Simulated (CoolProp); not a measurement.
Values from CoolProp's reference Helmholtz-energy equation of state, Thol 2015.

Q: Give the vapour pressure (bar), liquid density (kg/m³), vapour density (kg/m³), enthalpy of vaporisation (kJ/kg) of saturated 1,2-dichloroethane at 446.9 K.

A: 
| T (K) | p (bar) | liquid density (kg/m³) | vapour density (kg/m³) | enthalpy of vaporisation (kJ/kg) |
|---|---|---|---|---|
| 446.9 | 9.06 | 993 | 28.2 | 263 |
